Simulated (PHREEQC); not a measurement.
Dissolve 0.76 mol NaBr, 0.01 mol K2SO4 and 0.75 mol KBr per kg of water at 25 °C. Closed to the air; pH follows from the charge balance.

The numbers come from PHREEQC with the Pitzer model, pitzer.dat.

Q: The ionic strength comes out as 1.54 mol/kgw. What activity coefficients do Br-, K+, Na+, SO4-2 get?

A: Br- 0.61, K+ 0.62, Na+ 0.73, SO4-2 0.043. Single-ion values are on the MacInnes scale.

This is a speciation only: nothing precipitates in the calculation. Complexes and solids missing from the database can't appear.
